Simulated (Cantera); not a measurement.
Feed: 1 mol C3H6, 0.045 mol NH3, held at 260 Pa.

Equilibrium computed with Cantera from the NASA thermochemical tables; the gas is ideal and each condensed phase is pure. Candidate condensed phases: C, C6H6, C7H8, C8H18; 92 gas species. Equilibrium is a limit: real reactors are often held back by kinetics, nucleation or transport.

**Question.** At 573 K, list the 4 most abundant gas species with their mole fractions, and the condensed phases.

**Answer.** H2 0.716, CH4 0.275, N2 0.00928, NH3 1.02e-5. Condensed: C(graphite).
